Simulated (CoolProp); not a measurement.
Vapour-liquid equilibrium of methane (1) + ethylene (2) at 0.294 MPa; x and y are mole fractions of (1).

Values from CoolProp's multi-fluid Helmholtz-energy mixture model, Setzmann 1991 and Smukala 2000; pair parameters Bell 2016.

Problem. Give the bubble temperature and the first vapour's composition at x = 0.05, 0.35, 0.8. Is there an azeotrope?

Solution. x = 0.05: 175.7 K, y = 0.511; x = 0.35: 140.3 K, y = 0.968; x = 0.8: 129.6 K, y = 0.994. No azeotrope shows between x = 0.05 and 0.95.

Pair parameters are fitted to limited data, so mixtures are less certain than the pure fluids.
